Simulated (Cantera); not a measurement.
# Transport properties of process gases

Gas mixture: C2H2 : H2 : CH4 : C2H6 = 0.71 : 0.11 : 0.06 : 0.076 (molar parts), at 27.8 Torr, frozen composition.

Cantera's kinetic-theory transport with the Lennard-Jones parameters of GRI-Mech 3.0, ideal gas; thermal conductivity in the multicomponent form. The composition is frozen, though it would react at the higher temperatures.

```csv
T (K),ρ (kg/m³),cp (J/kg/K),μ (µPa s),λ (mW/m/K),Pr,D (cm²/s) OH,D (cm²/s) CH4,D (cm²/s) NO
400,0.0256,2108,13.6,45.5,0.631,12.7,8.95,8.36
650,0.0157,2553,20.1,78.1,0.657,29.3,21.1,19.5
900,0.0114,2865,25.5,110,0.666,50.9,37.0,33.9
1150,0.00889,3115,30.3,141,0.670,76.7,56.0,51.2
1400,0.00730,3308,34.6,170,0.671,107,77.9,71.1
1650,0.00619,3458,38.6,199,0.671,140,103,93.4
1900,0.00538,3573,42.3,226,0.670,177,130,118
2150,0.00475,3664,45.9,251,0.669,217,159,145
```
D: mixture-averaged diffusion coefficient of that species in the mixture.
